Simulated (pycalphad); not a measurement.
Computed with pycalphad from the COST 507 light-alloy database (1999), at 1 atm. The data set is of 1999 and partly superseded. Phase fractions are per mole of atoms.

Task: Give the equilibrium state of Si-16.85Ti (at.%) at 1400 K.

Result: SI2TI, fraction 0.505, with 33.3 Ti at.%; diamond (Si), fraction 0.495, with <0.01 Ti at.%.

Task: Give the equilibrium state of Si-16.85Ti (at.%) at 1625 K.

Result: liquid, fraction 0.997, with 16.9 Ti at.%; diamond (Si), fraction 0.003, with <0.01 Ti at.%.

Database names, with the compositions (at.%) that they take in these runs: SI2TI: Si 67 Ti 33.
